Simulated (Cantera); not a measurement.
A closed system holds: 1 mol AlN, 0.18 mol H2O, 4.9 mol H2, at 2.10 Torr.

Method: chemical equilibrium by Gibbs-energy minimisation in Cantera with the NASA 1993 tables (ideal gas, pure condensed phases). Candidate condensed phases: Al, AlN, Al2O3, H2O; 35 gas species. Mutual solubility and eutectic melting of coexisting phases are not modelled. The tables' values for AlOH are old estimates; treat these amounts as uncertain. Condensed phases not in the tables: aluminium oxynitride. Kinetics and transport are ignored.

x: gas mole fraction; n: condensed amount in mol.

```tsv
T (K)	x H2	x Al	x N2	x Al2O	x H	x AlH	x AlOH	n AlN(s)	n Al2O3(s)
775	0.988	<1e-12	0.0117	<1e-12	1.86e-11	<1e-12	<1e-12	0.880	0.0600
975	0.988	<1e-12	0.0117	<1e-12	2.15e-8	<1e-12	<1e-12	0.880	0.0600
1175	0.988	2.70e-12	0.0117	<1e-12	2.30e-6	<1e-12	1.62e-12	0.880	0.0600
1375	0.988	___	0.0117	___	___	___	1.69e-9	0.880	0.0600
1575	0.987	___	0.0117	___	___	___	2.92e-7	0.880	0.0600
1775	0.963	0.00821	0.0185	0.00439	0.00537	0.000208	1.40e-5	0.805	0.0523
1975	0.773	0.0976	0.0773	0.0278	0.0227	0.00134	4.76e-5	0	0
```

Q: Complete the blanks.

A: 
- 1575, x Al: 4.39e-5
- 1575, x Al2O: 5.67e-6
- 1575, x H: 0.000780
- 1575, x AlH: 2.11e-6
- 1375, x Al: 3.70e-8
- 1375, x Al2O: 6.70e-10
- 1375, x H: 6.44e-5
- 1375, x AlH: 3.99e-9
